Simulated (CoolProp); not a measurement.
Vapour-liquid equilibrium of sulfur dioxide (1) + toluene (2) at 284.2 K; x and y are mole fractions of (1).

Model: multi-fluid Helmholtz-energy mixture model, Gao 2016 and Lemmon 2006; pair parameters Bell 2016, in CoolProp.

```csv
x,bubble pressure (bar),y at the bubble point,dew pressure at overall composition x (bar),liquid density (mol/L)
0.05,0.1022,…,0.01864,9.815
0.125,0.2552,0.939,0.02022,10.32
0.2,0.4332,0.967,…,10.87
0.275,0.6270,0.980,0.02434,11.47
0.35,0.8279,0.986,0.02711,12.12
0.425,1.028,…,0.03059,12.84
0.5,1.223,0.993,0.03509,…
0.575,1.410,0.995,0.04114,14.49
0.65,1.588,0.996,0.04971,15.46
0.725,1.759,…,0.06280,16.54
0.8,1.928,…,0.08527,17.76
0.875,…,0.999,0.1329,19.15
0.95,2.273,1.000,…,20.74
```

Question: Fill in the missing entries.

Answer: 
- 0.05, y at the bubble point: 0.835
- 0.2, dew pressure at overall composition x (bar): 0.02209
- 0.425, y at the bubble point: 0.990
- 0.5, liquid density (mol/L): 13.62
- 0.725, y at the bubble point: 0.997
- 0.8, y at the bubble point: 0.998
- 0.875, bubble pressure (bar): 2.097
- 0.95, dew pressure at overall composition x (bar): 0.3034

No azeotrope shows between x = 0.05 and 0.95.

Pair parameters are fitted to limited data, so mixtures are less certain than the pure fluids. The gap from Raoult's law changes sign with composition, which may be real or a fault of the pair parameters; it wasn't checked against measurements.
